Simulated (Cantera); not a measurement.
Input: 1 mol ZrO₂, 53 mol H₂, equilibrated at 1573.15 K and 133 Pa.

These are equilibrium values from Cantera (NASA tables, ideal gas, pure condensed phases), not measurements of a reactor. Candidate condensed phases: H₂O, Zr, ZrO₂; 12 gas species. Equilibrium is a limit: real reactors are often held back by kinetics, nucleation or transport.

Base state: H₂ 0.999, H 0.00111 (mole fractions); condensed: ZrO₂(tetragonal).

### Question
What changes in the equilibrium state with this change: ZrO₂ replaced by NiS?

### Answer
```tsv
species	before	after
H₂	0.999	0.985
H₂S	0	0.00669
S₂	0	0.00515
Ni	0	0.000185
SH	0	0.00152
S	0	0.000180
NiS	0	6.02e-5
ZrO₂(tetragonal), mol	1.00	0
Ni(s), mol	0	0.987
```
Further candidate phases: Ni, NiS, NiS₂, Ni₃S₂, Ni₃S₄, S.
